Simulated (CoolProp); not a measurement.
Model: reference Helmholtz-energy equation of state, Tillner-Roth 1994, in CoolProp.

**Question.** For R134a, give the phase and the Z, Joule-Thomson coefficient (K/MPa), isothermal compressibility (1/MPa) at 87.45 °C and 2080 kPa.

**Answer.** 
- 87.45 °C and 2080 kPa: gas; Z 0.747, Joule-Thomson coefficient 14.4, isothermal compressibility 0.691
